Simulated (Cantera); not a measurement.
Feed: 1 mol SiCl4, 1.4 mol Cl2, 13 mol H2, equilibrated at 2000000 Pa.

Method: chemical equilibrium by Gibbs-energy minimisation in Cantera with the NASA 1993 tables (ideal gas, pure condensed phases). Candidate condensed phases: Si; 19 gas species. The tables' values for SiCl3 are old estimates; treat these amounts as uncertain. The numbers say what is thermodynamically allowed, not how fast it happens. All values below are at 800 °C.

Base state: H2 0.750, HCl 0.185, SiCl4 0.0618, SiHCl3 0.00307, SiCl3 3.31e-5, SiH2Cl2 1.78e-5 (mole fractions); condensed: gas only.

Task: What changes in the equilibrium state with this change: Cl2 from 1.4 to 1.9 mol?

Result: 
```tsv
species	before	after
H2	0.750	0.696
HCl	0.185	0.241
SiCl4	0.0618	0.0607
SiH2Cl2	1.78e-5	8.86e-6
SiHCl3	0.00307	0.00215
SiCl3	3.31e-5	2.40e-5
```
